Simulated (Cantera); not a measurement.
Charge: 1 mol AlN, 4 mol HCl, 9.9 mol H2O, equilibrated at 1377 °C.

Cantera equilibrium calculation (NASA polynomials, part measured and part estimated; ideal gas, pure solids and liquids). Candidate condensed phases: Al, AlCl3, AlN, Al2O3, H2O, NH4Cl; 45 gas species. Kinetics and transport are ignored.

**Question.** At 0.000180 bar, list the 4 most abundant gas species with their mole fractions, and the condensed phases.

**Answer.** H2O 0.581, HCl 0.272, H2 0.105, N2 0.0346. Condensed: Al2O3(s).
